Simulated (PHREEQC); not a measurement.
Make-up at 20 °C: 0.002 mol H3PO4 per kg of water. Closed to the air; pH follows from the charge balance.

The numbers come from PHREEQC with the ion-association model, phreeqc.dat.

```json
[
 {"quantity": "pH", "before": "2.80", "after": "4.99"},
 {"quantity": "ionic strength (mol/kgw)", "before": "0.00165", "after": "0.00202"},
 {"quantity": "H2PO4- (mol/kgw)", "before": "0.00165", "after": "0.00198"},
 {"quantity": "H3PO4 (mol/kgw)", "before": "0.000347", "after": "2.70e-6"},
 {"quantity": "HPO4-2 (mol/kgw)", "before": "7.19e-8", "after": "1.34e-5"}
]
```

Q: What was changed between the two runs?
(A) temperature from 20 to 60 °C
(B) temperature from 20 to 75 °C
(C) diluted 5-fold with water
(D) H3PO4 replaced by NaH2PO4 at the same molality
(E) 0.0015 mol/kgw CO2 added

A: D, H3PO4 replaced by NaH2PO4 at the same molality

This is a speciation only: nothing precipitates in the calculation.
